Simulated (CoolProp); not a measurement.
Tetradecamethylhexasiloxane (MD4M) along the isobar 1.1 MPa: Z from the reference equation and from simpler models built on Tc = 653.2 K, pc = 0.8286 MPa, ω = 0.800; each cubic takes its own stable root.

Model: reference Helmholtz-energy equation of state, Thol 2019, in CoolProp.

```tsv
T (K)	phase	reference	van der Waals	Redlich-Kwong	Soave-Redlich-Kwong	Peng-Robinson
320.9	liquid	0.2185	0.4033	0.2740	0.2580	0.2304
330.4	liquid	0.2144	0.3944	0.2683	0.2520	0.2250
339.9	liquid	0.2107	0.3862	0.2630	0.2464	0.2199
349.4	liquid	0.2072	0.3784	0.2581	0.2412	0.2152
358.9	liquid	0.2039	0.3711	0.2536	0.2363	0.2108
368.4	liquid	0.2009	0.3644	0.2494	0.2318	0.2067
377.9	liquid	0.1980	0.3580	0.2455	0.2276	0.2029
387.4	liquid	0.1954	0.3520	0.2418	0.2237	0.1993
396.9	liquid	0.1930	0.3464	0.2385	0.2201	0.1960
406.4	liquid	0.1907	0.3412	0.2354	0.2167	0.1929
415.9	liquid	0.1886	0.3363	0.2326	0.2136	0.1901
425.4	liquid	0.1867	0.3317	0.2300	0.2108	0.1875
434.9	liquid	0.1850	0.3275	0.2277	0.2081	0.1851
```
